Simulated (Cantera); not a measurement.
What does this Cantera script print?

```python
import numpy as np
import cantera as ct

gas_names = [...]  # 50 gases of nasa_gas.yaml made of F, H, Mg, N, O
cond_names = """
    H2O(s) H2O(L) Mg(cr) Mg(L) MgF2(s) MgF2(L) MgO(s) MgO(L) MgO2H2(s)
""".split()


# ... load() reads the species with a 1 bar reference pressure and builds the phases ...
atoms = {
    'MgO': {'Mg': 1, 'O': 1},
    'HF': {'H': 1, 'F': 1},
    'N2': {'N': 2},
}
top_T = {}  # K; cautious upper limits of use, not melting points


# ... equilibrate(T, P, feed) seeds the gas with the atoms and calls Mixture.equilibrate('TP', solver="vcs", rtol=1e-11, max_steps=5000) ...
results = []
feed = {'MgO': 1, 'HF': 3.4, 'N2': 0.46}  # mol
P = 150  # Pa
for T in [1000, 1100, 1200, 1300, 1400, 1500, 1600, 1700, 1800, 1900]:
    mix = equilibrate(T, P, feed)
    results.append((T, P, feed, dict(zip(mix.species_names, mix.species_moles))))

top = {s: max(r[3][s] / sum(r[3][g] for g in gas_names) for r in results) for s in gas_names}
cols = sorted((s for s in top if top[s] > 0.0001), key=lambda s: -top[s])[:8]
seen = [c for c in cond_names if any(r[3].get(c, 0) > 1e-12 for r in results)]
print("log10 of partial pressures in bar; condensed amounts in mol")
print(f"{'T/K':>10s}" + "".join(f"{s[:9]:>10s}" for s in cols + seen))
for T, P, feed, n in results:
    ng = sum(n[g] for g in gas_names)
    print(f"{T:10.4g}" + "".join(f"{np.log10(max(n[s] / ng * P / 1e5, 1e-99)):10.3f}" for s in cols)
          + "".join(f"{n.get(c, 0):10.4g}" for c in seen))
```

Output:

```
log10 of partial pressures in bar; condensed amounts in mol
       T/K        HF       H2O        N2      MgF2        H2        O2        OH         H   MgF2(s)    MgO(s)
      1000    -3.134    -3.280    -3.618   -10.836    -8.786    -9.105   -10.186   -13.037         1         0
      1100    -3.134    -3.280    -3.618    -9.022    -7.999    -8.323    -9.219   -11.587         1         0
      1200    -3.134    -3.280    -3.618    -7.520    -7.341    -7.671    -8.412   -10.375    0.9999         0
      1300    -2.969    -3.659    -3.689    -6.258    -7.034    -7.374    -7.982    -9.473    0.4916    0.5071
      1400    -2.908    -4.146    -3.729    -5.183    -6.876    -7.229    -7.722    -8.751    0.1605    0.8233
      1500    -2.903    -4.459    -3.748    -4.456    -6.668    -7.030    -7.424    -8.088         0      0.91
      1600    -2.914    -4.298    -3.748    -4.292    -6.197    -6.558    -6.871    -7.363         0    0.8685
      1700    -2.929    -4.163    -3.748    -4.151    -5.787    -6.145    -6.387    -6.725         0    0.8179
      1800    -2.946    -4.051    -3.749    -4.030    -5.431    -5.776    -5.961    -6.162         0    0.7582
      1900    -2.968    -3.960    -3.750    -3.925    -5.125    -5.442    -5.584    -5.663         0    0.6888
```

These are equilibrium values from Cantera (NASA tables, ideal gas, pure condensed phases), not measurements of a reactor. Mutual solubility and eutectic melting of coexisting phases are not modelled.
